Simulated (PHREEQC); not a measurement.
Consider water at 60 °C with 130 mmol/kgw CuSO4, 1.6 mmol/kgw H2SO4 and 0.25 mmol/kgw FeCl3. Closed to the air; pH follows from the charge balance.

The numbers come from PHREEQC with the ion-association model, phreeqc.dat.

The pH is 3.26 and the ionic strength is 0.254 mol/kgw. The specific conductance is 19300 µS/cm, the density is 1.003 g/cm³ and the total alkalinity is -3.70 meq/kg.

```csv
species,molality,activity,log γ
CuSO4,0.0664,0.0704,0.025
Cu+2,0.0635,0.0180,-0.547
SO4-2,0.0624,0.0154,-0.607
HSO4-,0.00266,0.00192,-0.141
H+,0.000700,0.000544,-0.109
Cl-,0.000613,0.000418,-0.166
CuCl+,0.000137,9.39e-5,-0.164
FeSO4+,0.000102,7.20e-5,-0.149
```

Precipitation was switched off in this run. Examples of supersaturated solids here: Hematite (slow to form), Goethite (slow to form). Others may be too. Complexes and solids missing from the database can't appear. Constants without temperature data keep their 25 °C values here.
